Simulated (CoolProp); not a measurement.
Model: reference Helmholtz-energy equation of state, Bücker 2006, in CoolProp.

### Question
For n-butane, give the phase and the cv (kJ/(kg K)), speed of sound (m/s), Joule-Thomson coefficient (K/MPa), isothermal compressibility (1/MPa) at 233.2 K and 120 bar.

### Answer
- 233.2 K and 120 bar: liquid; cv 1.54, speed of sound 1330, Joule-Thomson coefficient -0.486, isothermal compressibility 0.00119
